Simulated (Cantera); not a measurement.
An isothermal, constant-pressure homogeneous reactor starts with C₂H₆ : N₂ = 1 : 8 (molar parts), at 1398 K and 0.00420 bar.

Computed with Cantera and GRI-Mech 3.0 (53 species, 325 reactions). GRI-Mech 3.0 stops at C3 and has no aromatics, soot or wall deposition, so with more carbon than oxygen in the feed, carbon stays in small species such as C2H2 where larger ones or solid carbon would form. Radical loss at walls, strong at low pressure, is not modelled.

### Question
Predict: x(C₂H₆) at 2.00 s; x(H₂) at 2.00 s; x(CH₄) at 2.00 s; x(CH₂) at 2.00 s; x(CH₃) at 2.00 s; x(C₂H) at 2.00 s.

### Answer
```json
{
 "x(C₂H₆) at 2.00 s": "2.74e-6 (gas-phase equilibrium 4.82e-10)",
 "x(H₂) at 2.00 s": "0.121 (gas-phase equilibrium 0.182)",
 "x(CH₄) at 2.00 s": "0.0398 (gas-phase equilibrium 0.000199)",
 "x(CH₂) at 2.00 s": "3.02e-9 (gas-phase equilibrium 8.53e-11)",
 "x(CH₃) at 2.00 s": "5.83e-5 (gas-phase equilibrium 6.87e-7)",
 "x(C₂H) at 2.00 s": "4.65e-9 (gas-phase equilibrium 8.14e-9)"
}
```
